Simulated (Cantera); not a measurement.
A freely propagating, adiabatic, planar premixed flame of 18.6 % CH3OH, 21.4 % O2, 60.0 % N2, equivalence ratio 1.3, unburnt at 350 K and 100.0 Torr; mixture-averaged transport, grid criteria slope 0.08 and curve 0.16, no radiation.

Computed with Cantera and GRI-Mech 3.0 (53 species, 325 reactions). GRI-Mech 3.0 was tuned for natural gas; its chemistry of methanol as a main component is partial and can be far from experiment. Burning velocities carry a grid error of a few per cent, more on coarse grids.

x: mole fraction of selected species; z is measured from the peak of heat release.

| z (mm) | T (K) | u (m/s) | x CH3OH | x O2 | x HCO | x CH3 | x C2H2 | x OH |
|---|---|---|---|---|---|---|---|---|
| -4.10 | 350 | 1.07 | 0.185 | 0.213 | <1e-8 | <1e-8 | <1e-8 | <1e-8 |
| -2.73 | 351 | 1.08 | 0.184 | 0.212 | <1e-8 | <1e-8 | <1e-8 | <1e-8 |
| -2.05 | 359 | 1.12 | 0.183 | 0.210 | <1e-8 | <1e-8 | <1e-8 | <1e-8 |
| -1.37 | ? | 1.35 | 0.176 | 0.202 | <1e-8 | <1e-8 | 6.39e-8 | <1e-8 |
| -0.683 | ? | 2.92 | 0.131 | 0.160 | 5.84e-7 | 2.46e-6 | 9.14e-7 | 4.79e-6 |
| -0.342 | ? | 4.63 | 0.0717 | 0.115 | 8.83e-5 | 6.66e-5 | 2.34e-6 | 0.000196 |
| 0 | ? | 6.39 | 0.0134 | 0.0723 | 0.000634 | 0.000482 | 4.76e-6 | 0.00211 |
| 0.342 | 1886 | 7.04 | 0.000412 | 0.0450 | 0.000162 | 0.000283 | 4.19e-6 | 0.00572 |
| 0.683 | 1917 | 7.15 | 3.17e-6 | 0.0278 | 6.17e-6 | 3.63e-5 | 1.20e-6 | 0.00902 |
| 1.37 | 1943 | 7.20 | <1e-8 | 0.0144 | 1.04e-7 | 4.63e-7 | 3.03e-8 | 0.0115 |
| 2.73 | 1966 | 7.24 | <1e-8 | 0.0101 | 5.90e-8 | <1e-8 | <1e-8 | 0.0120 |
| 5.47 | 1991 | 7.31 | <1e-8 | 0.00903 | 5.29e-8 | <1e-8 | <1e-8 | 0.0119 |
| 10.9 | 2025 | 7.42 | <1e-8 | 0.00814 | 4.68e-8 | <1e-8 | <1e-8 | 0.0117 |

Question: Some entries are withheld; supply them.

Answer: 
- -1.37, T (K): 425
- -0.683, T (K): 872
- -0.342, T (K): 1317
- 0, T (K): 1734
